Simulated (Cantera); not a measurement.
A closed system holds: 1 mol CF4, 2.1 mol F2, 12 mol H2, equilibrated at 773.15 K and 3100 Pa.

Equilibrium computed with Cantera from the NASA thermochemical tables; the gas is ideal and each condensed phase is pure. Candidate condensed phases: C, C6H6, C7H8, C8H18; 95 gas species. Kinetics and transport are ignored.

Base state: HF 0.517, H2 0.469, CH4 0.0144 (mole fractions); condensed: C(graphite).

Problem. What changes in the equilibrium state with this change: F2 from 2.1 to 0.043 mol?

Solution. 
| species | before | after |
|---|---|---|
| H2 | 0.469 | 0.671 |
| HF | 0.517 | 0.300 |
| CH4 | 0.0144 | 0.0295 |
| C(graphite), mol | 0.771 | 0.598 |

Problem. What changes in the equilibrium state with this change: F2 from 2.1 to 0.026 mol?

Solution. 
```
species           before   after
----------------  ------  ------
H2                 0.469   0.673
HF                 0.517   0.297
CH4               0.0144  0.0296
C(graphite), mol   0.771   0.596
```
